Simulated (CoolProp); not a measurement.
Vapour-liquid equilibrium of R152A (1) + R113 (2) at 277.5 K; x and y are mole fractions of (1).

Values from CoolProp's multi-fluid Helmholtz-energy mixture model, Outcalt 1996 and Marx 1992; pair parameters Bell 2016.

**Question.** Give the bubble pressure and the first vapour's composition at x = 0.2, 0.35, 0.95. Is there an azeotrope?

**Answer.** x = 0.2: 1.291 bar, y = 0.874; x = 0.35: 1.805 bar, y = 0.919; x = 0.95: 2.953 bar, y = 0.990. No azeotrope shows between x = 0.05 and 0.95.

The pair parameters rest on a limited set of measurements; away from them the model extrapolates. With so large a gap from Raoult's law the liquid may split in two, which this calculation doesn't test in full.
